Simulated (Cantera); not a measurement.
Equilibrium for silicon oxide and oxynitride deposition: HMDSO + NO

Feed: 1 mol HMDSO, a varied amount of NO, equilibrated at 1425 K and 65.0 mbar.

Method: chemical equilibrium by Gibbs-energy minimisation in Cantera with the NASA 1993 tables (ideal gas, pure condensed phases). Candidate condensed phases: C, C6H6, C7H8, C8H18, H2O, Si, SiC, SiO2, Si2N2O, Si3N4; 151 gas species. The feed counts by its element totals alone. Mutual solubility and eutectic melting of coexisting phases are not modelled. The tables hold silica as quartz up to 1696 K and as liquid above; real silica turns to tridymite and cristobalite and melts near 1996 K. Kinetics and transport are ignored.

From 1.1 mol NO to 1.5 mol NO the condensed part is C(graphite) + SiC(s) + SiO2(β-quartz) + Si2N2O(s). At 2 mol NO the condensed part is C(graphite) + SiO2(β-quartz) + Si2N2O(s). From 2.5 mol NO to 5.3 mol NO the condensed part is C(graphite) + Si2N2O(s). The main Si-bearing gas is SiO throughout.

```
n(NO) (mol)  log p H2  log p CO  log p N2  log p CH4  log p HCN  log p SiO  log p H2O  n C(graphite)  n SiC(s)  n SiO2(β-quartz)  n Si2N2O(s)
-----------  --------  --------  --------  ---------  ---------  ---------  ---------  -------------  --------  ----------------  -----------
1.1             -1.23     -2.20     -4.58      -4.89      -6.12      -5.05      -5.94           4.40     0.621             0.286        0.546
1.5             -1.23     -2.20     -4.58      -4.89      -6.12      -5.05      -5.94           4.90     0.121             0.386        0.746
2               -1.27     -1.94     -3.82      -4.97      -5.76      -5.30      -5.73           4.07         0            0.0504        0.974
2.5             -1.30     -1.86     -2.86      -5.03      -5.30      -5.74      -5.68           3.50         0                 0        1.000
2.9             -1.32     -1.82     -2.63      -5.07      -5.19      -5.83      -5.66           3.10         0                 0        1.000
3.4             -1.35     -1.77     -2.46      -5.12      -5.12      -5.90      -5.64           2.60         0                 0        1.000
3.9             -1.37     -1.74     -2.35      -5.17      -5.08      -5.93      -5.63           2.10         0                 0        1.000
4.4             -1.40     -1.71     -2.27      -5.22      -5.05      -5.96      -5.62           1.60         0                 0        1.000
4.8             -1.41     -1.69     -2.22      -5.25      -5.04      -5.97      -5.62           1.20         0                 0        1.000
5.3             -1.44     -1.67     -2.17      -5.30      -5.02      -5.99      -5.62          0.697         0                 0        1.000
```
log p: log10 of the partial pressure in bar; n: condensed amount in mol.
